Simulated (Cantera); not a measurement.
# Thermodynamics of sublimation and decomposition of ceramics, feed MgO + H2 + C

Input: 1 mol MgO, 6.6 mol H2, 0.018 mol C, at 1225 °C and 10.0 mbar.

Cantera equilibrium calculation (NASA polynomials, part measured and part estimated; ideal gas, pure solids and liquids). Candidate condensed phases: C, C6H6, C7H8, C8H18, H2O, Mg, MgCO3, MgO, Mg(OH)2; 116 gas species. The numbers say what is thermodynamically allowed, not how fast it happens.

x(H2): 0.994
x(Mg): 0.00274
x(CO): 0.00271
x(H): 0.000172
x(H2O): 3.47e-5
x(MgH): 2.82e-6
n(MgO(s)): 0.982 mol
gas amount: 6.637 mol
log10 activity of C(graphite) (absent): -2.87
log10 activity of Mg(l) (absent): -5.00
